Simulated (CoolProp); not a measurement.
Diethyl ether along the isobar 5160 kPa: Z from the reference equation and from simpler models built on Tc = 194.7 °C, pc = 3717 kPa, ω = 0.282; each cubic takes its own stable root.

Computed with CoolProp (reference Helmholtz-energy equation of state, Thol 2014).

```json
[
 {"T (°C)": "13.65", "phase": "liquid", "reference": "0.2206"},
 {"T (°C)": "35.45", "phase": "liquid", "reference": "0.2120"},
 {"T (°C)": "57.15", "phase": "liquid", "reference": "0.2054"},
 {"T (°C)": "78.95", "phase": "liquid", "reference": "0.2006"},
 {"T (°C)": "100.75", "phase": "liquid", "reference": "0.1977"},
 {"T (°C)": "122.45", "phase": "liquid", "reference": "0.1969"},
 {"T (°C)": "144.25", "phase": "liquid", "reference": "0.1986"},
 {"T (°C)": "166.05", "phase": "liquid", "reference": "0.2045"},
 {"T (°C)": "187.75", "phase": "liquid", "reference": "0.2188"},
 {"T (°C)": "209.55", "phase": "supercritical", "reference": "0.2705"},
 {"T (°C)": "231.35", "phase": "supercritical", "reference": "0.4785"},
 {"T (°C)": "253.05", "phase": "supercritical", "reference": "0.6049"},
 {"T (°C)": "274.85", "phase": "supercritical", "reference": "0.6839"}
]
```

**Question.** How far does each simpler model (Redlich-Kwong, Peng-Robinson) lie from the reference over these 13 states: mean and median of the absolute difference, and the worst?

**Answer.** 
- Redlich-Kwong: mean 12.8 %, median 13.7 %, worst +20.7 % at 187.75 °C and 5160 kPa
- Peng-Robinson: mean 3.4 %, median 2.8 %, worst +13.6 % at 209.55 °C and 5160 kPa
